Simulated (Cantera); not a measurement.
**Transport properties of process gases**

Gas mixture: H2 = 0.35 (molar parts), at 0.118 atm, frozen composition.

Cantera's kinetic-theory transport with the Lennard-Jones parameters of GRI-Mech 3.0, ideal gas; thermal conductivity in the multicomponent form.

| T (K) | ρ (kg/m³) | cp (J/kg/K) | μ (µPa s) | λ (mW/m/K) | Pr | D (cm²/s) CH3 | D (cm²/s) NH3 | D (cm²/s) NO |
|---|---|---|---|---|---|---|---|---|
| 400 | 0.00727 | 14520 | 10.9 | 229 | 0.689 | 10.1 | 11.4 | 10.7 |
| 600 | 0.00485 | 14510 | 14.1 | 298 | 0.688 | 19.9 | 23.2 | 21.1 |
| 800 | 0.00364 | 14690 | 17.0 | 364 | 0.688 | 32.2 | 38.0 | 34.0 |
| 1000 | 0.00291 | 14960 | 19.7 | 427 | 0.689 | 46.7 | 55.4 | 49.3 |
| 1200 | 0.00242 | 15380 | 22.1 | 493 | 0.690 | 63.2 | 75.2 | 66.7 |
| 1400 | 0.00208 | 15800 | 24.4 | 559 | 0.691 | 81.5 | 97.3 | 86.1 |
| 1600 | 0.00182 | 16220 | 26.6 | 625 | 0.691 | 102 | 122 | 107 |
| 1800 | 0.00162 | 16620 | 28.7 | 690 | 0.692 | 124 | 148 | 130 |
| 2000 | 0.00145 | 16990 | 30.8 | 755 | 0.693 | 147 | 176 | 155 |
D: mixture-averaged diffusion coefficient of that species in the mixture.
